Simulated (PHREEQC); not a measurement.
HF is added in steps, without added water, to 1 kg of water holding 0.017 mol/kgw AgF and 0.00073 mol/kgw HBF4, at 25 °C. O2 is buffered at 0.21 atm. CO2 is held at log p = -2 (atm). Only these solids could form: Ag2O, Ag2CO3.

Base run: PHREEQC, ion-association model, wateq4f.dat. Each further column changes one thing. The table gives pH.

```json
[
 {"HF added (mol)": "0", "base": "4.19", "temperature from 25 to 65 °C": "(withheld)", "temperature from 25 to 15 °C": "4.15", "AgF replaced by CsF at the same molality": "4.20", "no solid may form": "4.19"},
 {"HF added (mol)": "0.003125", "base": "3.77", "temperature from 25 to 65 °C": "4.04", "temperature from 25 to 15 °C": "3.70", "AgF replaced by CsF at the same molality": "3.78", "no solid may form": "3.77"},
 {"HF added (mol)": "0.00625", "base": "3.53", "temperature from 25 to 65 °C": "(withheld)", "temperature from 25 to 15 °C": "3.46", "AgF replaced by CsF at the same molality": "3.54", "no solid may form": "3.53"},
 {"HF added (mol)": "0.009375", "base": "3.37", "temperature from 25 to 65 °C": "(withheld)", "temperature from 25 to 15 °C": "3.31", "AgF replaced by CsF at the same molality": "3.38", "no solid may form": "3.37"},
 {"HF added (mol)": "0.0125", "base": "3.26", "temperature from 25 to 65 °C": "(withheld)", "temperature from 25 to 15 °C": "3.20", "AgF replaced by CsF at the same molality": "3.27", "no solid may form": "3.26"},
 {"HF added (mol)": "0.01562", "base": "3.17", "temperature from 25 to 65 °C": "3.46", "temperature from 25 to 15 °C": "3.11", "AgF replaced by CsF at the same molality": "3.18", "no solid may form": "3.17"},
 {"HF added (mol)": "0.01875", "base": "3.10", "temperature from 25 to 65 °C": "(withheld)", "temperature from 25 to 15 °C": "3.04", "AgF replaced by CsF at the same molality": "3.11", "no solid may form": "3.10"},
 {"HF added (mol)": "0.02187", "base": "3.04", "temperature from 25 to 65 °C": "(withheld)", "temperature from 25 to 15 °C": "2.98", "AgF replaced by CsF at the same molality": "3.05", "no solid may form": "3.04"},
 {"HF added (mol)": "0.025", "base": "2.99", "temperature from 25 to 65 °C": "3.26", "temperature from 25 to 15 °C": "2.93", "AgF replaced by CsF at the same molality": "3.00", "no solid may form": "2.99"}
]
```

Some entries are withheld; supply them.


- 0, temperature from 25 to 65 °C: 4.37
- 0.00625, temperature from 25 to 65 °C: 3.83
- 0.009375, temperature from 25 to 65 °C: 3.67
- 0.0125, temperature from 25 to 65 °C: 3.56
- 0.01875, temperature from 25 to 65 °C: 3.39
- 0.02187, temperature from 25 to 65 °C: 3.32

wateq4f.dat counts part of the HF as a dimer, H2F2, which phreeqc.dat doesn't know; its constant is uncertain. Real BF4- forms and hydrolyses slowly; the run takes it at equilibrium. At this temperature some constants are extrapolated from 25 °C, and those without enthalpy data are left unchanged.
